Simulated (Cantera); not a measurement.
Charge: 1 mol SiH2Cl2, 8 mol NH3, held at 1350 K and 83.0 Pa.

Cantera equilibrium calculation (NASA polynomials, part measured and part estimated; ideal gas, pure solids and liquids). Candidate condensed phases: NH4Cl, Si, Si3N4; 28 gas species. The tables' values for SiCl3 are old estimates; treat these amounts as uncertain. Equilibrium is a limit: real reactors are often held back by kinetics, nucleation or transport.

Base state: H2 0.694, N2 0.194, HCl 0.110, SiCl2 0.00243, H 6.89e-5, SiCl3 6.77e-5 (mole fractions); condensed: Si3N4(s).

What changes in the equilibrium state with this change: SiH2Cl2 replaced by trisilylamine?


```json
[
 {"species": "H2", "before": "0.694", "after": "0.868"},
 {"species": "N2", "before": "0.194", "after": "0.132"},
 {"species": "H", "before": "6.89e-5", "after": "7.71e-5"},
 {"species": "HCl", "before": "0.110", "after": "0"},
 {"species": "SiCl2", "before": "0.00243", "after": "0"},
 {"species": "SiCl3", "before": "6.77e-5", "after": "0"},
 {"species": "Si3N4(s), mol", "before": "0.319", "after": "1.00"}
]
```
The feed counts by its element totals alone.
